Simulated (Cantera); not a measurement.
A closed system holds: 1 mol AlN, 0.068 mol C, 5.6 mol N2, at 0.0930 bar.

These are equilibrium values from Cantera (NASA tables, ideal gas, pure condensed phases), not measurements of a reactor. Candidate condensed phases: Al, AlN, C; 16 gas species. Rates play no part.

log p: log10 of the partial pressure in bar; n: condensed amount in mol.

```csv
T (K),log p N2,log p Al,log p CN,log p C3,n AlN(s),n C(graphite)
2275,-1.06,-2.17,-5.41,___,0.542,0.0675
2325,-1.10,-1.88,-5.22,___,0,0.0672
2375,-1.10,-1.88,-5.01,___,0,0.0668
2425,-1.10,-1.88,-4.81,___,0,0.0662
2475,-1.10,-1.88,-4.63,___,0,0.0653
2525,-1.10,-1.88,-4.45,___,0,0.0639
2575,-1.10,-1.88,-4.27,___,0,0.0620
2625,-1.10,-1.88,-4.11,___,0,0.0592
2675,-1.10,-1.88,-3.95,___,0,0.0551
2725,-1.10,-1.88,-3.79,___,0,0.0491
2775,-1.10,-1.88,-3.64,___,0,0.0402
2825,-1.10,-1.88,-3.50,___,0,0.0270
```

Problem. Fill in the missing entries.

Solution. 
- 2275, log p C3: -7.98
- 2325, log p C3: -7.58
- 2375, log p C3: -7.19
- 2425, log p C3: -6.83
- 2475, log p C3: -6.47
- 2525, log p C3: -6.14
- 2575, log p C3: -5.81
- 2625, log p C3: -5.50
- 2675, log p C3: -5.20
- 2725, log p C3: -4.91
- 2775, log p C3: -4.64
- 2825, log p C3: -4.37
